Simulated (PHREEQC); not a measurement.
Consider water at 70 °C with 1.7 mmol/kgw H2SO4, 8 mmol/kgw NaCl and 44 mmol/kgw MgCl2. Closed to the air; pH follows from the charge balance.

Equilibrium calculation in PHREEQC: ion-association model, wateq4f.dat.

This is a speciation only: nothing precipitates in the calculation.

Question: Order these S species by the share of S that they hold, largest first: HSO4-, NaSO4-, SO4-2, MgSO4.

Answer: MgSO4 (67 %), SO4-2 (24 %), HSO4- (7.9 %), NaSO4- (0.38 %)

The pH is 2.58 and the ionic strength 0.140 mol/kgw. Complexes and solids missing from the database can't appear. At this temperature some constants are extrapolated from 25 °C, and those without enthalpy data are left unchanged.
